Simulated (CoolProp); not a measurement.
CF4 (R14) at 298.15 K and 10.1 MPa is throttled through a valve to 3.5 MPa with no heat exchange. Each further row changes one setting.

The numbers come from the reference Helmholtz-energy equation of state, Platzer 1990 in CoolProp. This equation is an older, rougher fit; its heat capacities, sound speeds and derivatives of the liquid may be far off and weren't checked against measurements.

| case | temperature change (K) | final phase | final density (kg/m³) |
|---|---|---|---|
| as stated | ? | gas | ? |
| outlet pressure 1.05 MPa | ? | gas | ? |
| outlet pressure 4.55 MPa | ? | supercritical | ? |

What belongs in the gaps?


- as stated, temperature change (K): -35.5
- as stated, final density (kg/m³): 180
- outlet pressure 1.05 MPa, temperature change (K): -56.9
- outlet pressure 1.05 MPa, final density (kg/m³): 50.2
- outlet pressure 4.55 MPa, temperature change (K): -27.7
- outlet pressure 4.55 MPa, final density (kg/m³): 238
